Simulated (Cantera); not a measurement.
A perfectly stirred reactor is fed with CH₄ : CO : O₂ : N₂ = 1 : 0.25 : 2.8 : 10.5 (molar parts), equivalence ratio 0.76, at 0.888 atm; it is adiabatic with a 375 K inlet, and is followed from long to short residence time, starting on the burning branch (τ in s: 0.33, 0.13, 0.049, 0.019, 0.0072, 0.0028, 0.0011, 0.00041, 0.00016, 6.1e-05, 2.3e-05, 8.9e-06).

Cantera simulation using GRI-Mech 3.0 (53 species, 325 reactions); the numbers are that mechanism's predictions, not measurements.

Predict: blow-out, bracketed by the residence times tried; x(CH₄) at τ = 0.330 s; x(CO) at τ = 0.330 s; x(O₂) at τ = 0.330 s; x(OH) at τ = 0.330 s; x(CO₂) at τ = 0.330 s; x(CH₄) at τ = 1.10 ms; x(CO) at τ = 1.10 ms; x(O₂) at τ = 1.10 ms; x(OH) at τ = 1.10 ms; x(CO₂) at τ = 1.10 ms.


```
Item                                                                            Value
------------------------------------------------  -----------------------------------
blow-out, bracketed by the residence times tried  burning at 0.160 ms, out at 61.0 µs
x(CH₄) at τ = 0.330 s                                                         2.11e-6
x(CO) at τ = 0.330 s                                                         0.000862
x(O₂) at τ = 0.330 s                                                           0.0465
x(OH) at τ = 0.330 s                                                          0.00205
x(CO₂) at τ = 0.330 s                                                          0.0857
x(CH₄) at τ = 1.10 ms                                                        0.000128
x(CO) at τ = 1.10 ms                                                           0.0122
x(O₂) at τ = 1.10 ms                                                           0.0520
x(OH) at τ = 1.10 ms                                                          0.00617
x(CO₂) at τ = 1.10 ms                                                          0.0731
```
